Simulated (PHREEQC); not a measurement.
PHREEQC input (ion-association model, wateq4f.dat):

```
SOLUTION_MASTER_SPECIES
  An  An-  0  An  62.0  # stands for a non-complexing anion
SOLUTION_SPECIES
  An- = An-
    -log_k 0
    -gamma 3.0 0
PHASES
  Fix_H+
    H+ = H+
    -log_k 0
SOLUTION 1
  temp 25
  units mmol/kgw
  pH 7 charge
  Na 5
  An 5
END
SELECTED_OUTPUT 1
  -reset false
  -pH true
  -pe true
  -ionic_strength true
  -water true
  -totals Na
  -molalities Hfo_wOH Hfo_wOH2+ Hfo_wO- Hfo_sOH Hfo_sOH2+ Hfo_sO-
USER_PUNCH 1
  -headings sigma psi
  10 PUNCH EDL("sigma", "Hfo"), EDL("psi", "Hfo")
PRINT
  -reset false
USE solution 1
SURFACE 1
  Hfo_wOH 0.000195506 600 0.087
  Hfo_sOH 4.88764e-06
EQUILIBRIUM_PHASES 1
  Fix_H+ -3 HAn 10
    -force_equality true
  O2(g) -0.68 10
END
# ... the last block is repeated for the other 12 points of pH, with NaOH or the acid as the point needs
```

Selected output (columns that matter, 13 of 13 rows; pH added in front):

```
pH	mu	Na	m_Hfo_wOH	m_Hfo_wOH2+	m_Hfo_wO-	m_Hfo_sOH	m_Hfo_sOH2+	m_Hfo_sO-	sigma	psi
3	0.0061595	0.005	3.5442e-05	0.00015988	1.7998e-07	8.8604e-07	3.9971e-06	4.4995e-09	0.3026	0.21507
3.67	0.0052893	0.005	7.6355e-05	0.00011802	1.1317e-06	1.9089e-06	2.9505e-06	2.8292e-08	0.22147	0.20296
4.33	0.00509	0.005	0.00011078	8.1272e-05	3.459e-06	2.7694e-06	2.0318e-06	8.6474e-08	0.14744	0.18306
5	0.0050351	0.005	0.00013312	5.5003e-05	7.381e-06	3.328e-06	1.3751e-06	1.8453e-07	0.090231	0.15818
5.67	0.0050161	0.005	0.00014419	3.9154e-05	1.2164e-05	3.6047e-06	9.7886e-07	3.041e-07	0.05114	0.12932
6.33	0.0050078	0.005	0.00014839	3.067e-05	1.6447e-05	3.7097e-06	7.6675e-07	4.1117e-07	0.026949	0.097293
7	0.0050035	0.005	0.0001497	2.6226e-05	1.9576e-05	3.7426e-06	6.5565e-07	4.8941e-07	0.012599	0.061907
7.67	0.0050012	0.005	0.00015004	2.3833e-05	2.1638e-05	3.7509e-06	5.9582e-07	5.4094e-07	0.0041595	0.024787
8.33	0.0050029	0.0050034	0.00015007	2.2186e-05	2.3254e-05	3.7517e-06	5.5464e-07	5.8134e-07	-0.0020238	-0.01241
9	0.0050133	0.0050159	0.00014987	2.0342e-05	2.5295e-05	3.7467e-06	5.0855e-07	6.3237e-07	-0.0093841	-0.04985
9.67	0.0050564	0.0050622	0.00014901	1.7598e-05	2.8902e-05	3.7251e-06	4.3996e-07	7.2256e-07	-0.021418	-0.08591
10.33	0.0052429	0.0052544	0.00014596	1.3567e-05	3.5975e-05	3.6491e-06	3.3917e-07	8.9938e-07	-0.042458	-0.1188
11	0.0061107	0.0061326	0.00013615	8.3215e-06	5.1032e-05	3.4038e-06	2.0804e-07	1.2758e-06	-0.080926	-0.14766
```

Species that the database lacks are ignored. The oxide is taken as insoluble; below pH 4 it would dissolve.
